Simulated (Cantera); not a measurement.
Cantera run:

```python
import numpy as np
import cantera as ct

gas_names = """
    H HNO HNO2 HNO3 HO2 H2 H2O H2O2 N NH NH2 NH3 NH2OH NO NO2 NO3 N2 N2H2 N2H4 N2O O OH O2 O3 Si SiH
    SiH2 SiH3 SiH4 SiN SiO SiO2 Si2 Si2N Si3
""".split()
cond_names = """
    H2O(s) H2O(L) Si(cr) Si(L) SiO2(Lqz) SiO2(hqz) SiO2(L) Si2N2O(s) Si3N4(a)
""".split()


# ... load() reads the species with a 1 bar reference pressure and builds the phases ...
atoms = {
    'Si': {'Si': 1},
    'N2O': {'N': 2, 'O': 1},
    'H2': {'H': 2},
}
top_T = {'Si2N2O(s)': 2100, 'Si3N4(a)': 2400}  # K; cautious upper limits of use, not melting points


# ... equilibrate(T, P, feed) seeds the gas with the atoms and calls Mixture.equilibrate('TP', solver="vcs", rtol=1e-11, max_steps=5000) ...
results = []
feed = {'Si': 1, 'N2O': 0.56, 'H2': 110}  # mol
P = 63000  # Pa
for T in [1023, 1123, 1223, 1323, 1423, 1523, 1623, 1723, 1823, 1923, 2023, 2123, 2223]:
    mix = equilibrate(T, P, feed)
    results.append((T, P, feed, dict(zip(mix.species_names, mix.species_moles))))
    x = sorted(zip(gas.X, gas.species_names), reverse=True)
    print(f"T = {T:g} K  P = {P:g} Pa  gas = {mix.phase_moles(0):.4g} mol")
    print("   x: " + "  ".join(f"{s} {v:.3e}" for v, s in x if v > 1e-05))
    print("   condensed (mol): " + ("  ".join(f"{mix.phase(i).name} {mix.phase_moles(i):.4g}"
          for i in range(1, mix.n_phases) if mix.phase_moles(i) > 1e-12) or "none"))
```

Result:

```
T = 1023 K  P = 63000 Pa  gas = 110.1 mol
   x: H2 9.993e-01  N2 7.182e-04  H2O 1.286e-05
   condensed (mol): SiO2(hqz) 0.03906  Si2N2O(s) 0.4805
T = 1123 K  P = 63000 Pa  gas = 110.1 mol
   x: H2 9.993e-01  N2 7.178e-04  H2O 1.986e-05
   condensed (mol): SiO2(hqz) 0.03854  Si2N2O(s) 0.4807
T = 1223 K  P = 63000 Pa  gas = 110.1 mol
   x: H2 9.993e-01  N2 7.158e-04  H2O 2.843e-05
   condensed (mol): SiO2(hqz) 0.03791  Si2N2O(s) 0.481
T = 1323 K  P = 63000 Pa  gas = 110.1 mol
   x: H2 9.992e-01  N2 7.131e-04  H2O 3.839e-05
   condensed (mol): SiO2(hqz) 0.03718  Si2N2O(s) 0.4814
T = 1423 K  P = 63000 Pa  gas = 110.1 mol
   x: H2 9.992e-01  N2 7.113e-04  H2O 4.957e-05
   condensed (mol): SiO2(hqz) 0.03617  Si2N2O(s) 0.4816
T = 1523 K  P = 63000 Pa  gas = 110.1 mol
   x: H2 9.991e-01  N2 7.333e-04  SiO 8.381e-05  H2O 6.243e-05  H 2.910e-05
   condensed (mol): SiO2(hqz) 0.03234  Si2N2O(s) 0.4792
T = 1623 K  P = 63000 Pa  gas = 110.2 mol
   x: H2 9.980e-01  N2 9.861e-04  SiO 8.651e-04  H 8.699e-05  H2O 8.338e-05
   condensed (mol): SiO2(hqz) 0.002099  Si2N2O(s) 0.4513
T = 1723 K  P = 63000 Pa  gas = 110.3 mol
   x: H2 9.976e-01  N2 1.095e-03  SiO 1.093e-03  H 2.295e-04
   condensed (mol): Si2N2O(s) 0.4392
T = 1823 K  P = 63000 Pa  gas = 110.9 mol
   x: H2 9.916e-01  N2 3.884e-03  SiO 3.882e-03  H 5.436e-04  SiH2 3.483e-05
   condensed (mol): Si(L) 0.3056  Si2N2O(s) 0.1293
T = 1923 K  P = 63000 Pa  gas = 111.2 mol
   x: H2 9.886e-01  N2 5.035e-03  SiO 5.034e-03  H 1.180e-03  SiH2 6.654e-05  Si 2.693e-05  SiH 1.739e-05
   condensed (mol): Si(L) 0.4276
T = 2023 K  P = 63000 Pa  gas = 111.3 mol
   x: H2 9.873e-01  N2 5.031e-03  SiO 5.031e-03  H 2.377e-03  SiH2 1.193e-04  Si 9.031e-05  SiH 4.581e-05
   condensed (mol): Si(L) 0.4109
T = 2123 K  P = 63000 Pa  gas = 111.4 mol
   x: H2 9.849e-01  SiO 5.025e-03  N2 5.023e-03  H 4.486e-03  Si 2.699e-04  SiH2 2.020e-04  SiH 1.099e-04
   condensed (mol): Si(L) 0.3731
T = 2223 K  P = 63000 Pa  gas = 111.7 mol
   x: H2 9.807e-01  H 7.992e-03  SiO 5.014e-03  N2 5.008e-03  Si 7.298e-04  SiH2 3.253e-04  SiH 2.429e-04  Si2 1.222e-05
   condensed (mol): Si(L) 0.2892
```

Equilibrium computed with Cantera from the NASA thermochemical tables; the gas is ideal and each condensed phase is pure. Mutual solubility and eutectic melting of coexisting phases are not modelled. The tables hold silica as quartz up to 1696 K and as liquid above; real silica turns to tridymite and cristobalite and melts near 1996 K. Gases not in the tables: Si2H6 and higher silanes.
